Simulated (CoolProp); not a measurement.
R124 along the isobar 4.42 MPa: fugacity coefficient from the reference equation and from simpler models built on Tc = 122.3 °C, pc = 3.624 MPa, ω = 0.288; each cubic takes its own stable root.

Model: reference Helmholtz-energy equation of state, de Vries 1995, in CoolProp.

```
T (°C)          phase  reference
------  -------------  ---------
-20.05         liquid    0.01883
-3.35          liquid    0.03680
13.35          liquid    0.06503
30.05          liquid     0.1058
46.75          liquid     0.1605
63.35          liquid     0.2293
80.05          liquid     0.3122
96.75          liquid     0.4065
113.45         liquid     0.5080
130.15  supercritical     0.6081
146.85  supercritical     0.6753
163.45  supercritical     0.7203
180.15  supercritical     0.7567
196.85  supercritical     0.7869
```

Problem. How far does each simpler model (van der Waals, Redlich-Kwong, Soave-Redlich-Kwong, Peng-Robinson) lie from the reference over these 14 states: mean and median of the absolute difference, and the worst?

Solution. 
- van der Waals: mean 108.3 %, median 33.9 %, worst +545.2 % at -20.05 °C and 4.42 MPa
- Redlich-Kwong: mean 27.0 %, median 13.2 %, worst +100.3 % at -20.05 °C and 4.42 MPa
- Soave-Redlich-Kwong: mean 2.4 %, median 2.5 %, worst +3.8 % at 63.35 °C and 4.42 MPa
- Peng-Robinson: mean 1.2 %, median 0.6 %, worst -2.8 % at 146.85 °C and 4.42 MPa
